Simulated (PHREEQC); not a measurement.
Consider water at 85 °C with 0.36 mol/kgw MgSO4, 0.15 mol/kgw K2SO4 and 6.1e-05 mol/kgw H4SiO4. Closed to the air; pH follows from the charge balance.

Computed with PHREEQC (Pitzer model, pitzer.dat).

Each row changes one thing in this solution. No solid was allowed to form.

```tsv
case	pH	HSO4- (mol/kgw)	H3SiO4- (mol/kgw)	SI of Arcanite (K2SO4)	SI of SiO2(a) (SiO2)
as made	6.24	1.30e-5	2.39e-7	-1.83	-1.92
K2SO4 from 0.15 to 0.075 mol/kgw	6.19	1.24e-5	2.11e-7	-2.44	-1.92
H4SiO4 from 6.1e-05 to 0.000305 mol/kgw	6.23	1.34e-5	1.16e-6	-1.83	-1.22
0.012 mol/kgw NaHCO3 added	7.17	1.52e-6	1.98e-6	-1.83	-1.93
MgSO4 left out	6.82	3.34e-6	?	-1.72	-1.97
MgSO4 replaced by Na2SO4 at the same molality	6.91	4.89e-6	7.71e-7	-1.74	-1.96
0.54 mol/kgw NaCl added	6.17	1.19e-5	2.37e-7	-1.96	-1.89
temperature from 85 to 15 °C	6.88	4.33e-7	1.60e-7	?	-1.41
diluted 5-fold with water	6.35	4.98e-6	3.32e-8	-3.23	-2.66
```

### Question
Fill in the missing entries.

### Answer

- MgSO4 left out, H3SiO4- (mol/kgw): 4.49e-7
- temperature from 85 to 15 °C, SI of Arcanite (K2SO4): -1.14

Some of these states are supersaturated (in Magnesite (slow to form), for instance). In brines, pH and single-ion activities rest on the MacInnes convention. Constants without temperature data keep their 25 °C values here.
